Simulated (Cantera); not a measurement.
Standard-state values (1 bar) from the NASA 1993 polynomials, evaluated with Cantera. Values are per mole of reaction as written; species without (g) are pure solids or liquids, kept so even where they would boil at 1 bar. VN: taken at fixed stoichiometry.

4 V2O3 + N2(g) ⇌ 2 VN + 6 VO2(g), with ΔH° = 3044.8 kJ and ΔS° = 1081.2 J/K at 300 K.

### Question
How far is the shortcut ΔG° ≈ ΔH°(300 K) − T·ΔS°(300 K) from the full temperature-dependent value at 1448, 1498, 1548, 1598, 1648, 1698, 1748, 1798, 1848 K?

### Answer
```csv
T (K),shortcut (kJ),full (kJ),difference (kJ),difference in log10 K
1448,1479.3,1625.8,-146.5,5.29
1498,1425.2,1582.6,-157.4,5.49
1548,1371.2,1539.7,-168.6,5.69
1598,1317.1,1497.2,-180.1,5.89
1648,1263.0,1454.9,-191.9,6.08
1698,1209.0,1413.0,-204.0,6.27
1748,1154.9,1371.3,-216.4,6.47
1798,1100.9,1330.0,-229.1,6.66
1848,1046.8,1288.9,-242.1,6.84
```
The shortcut ignores the heat-capacity change of the reaction.
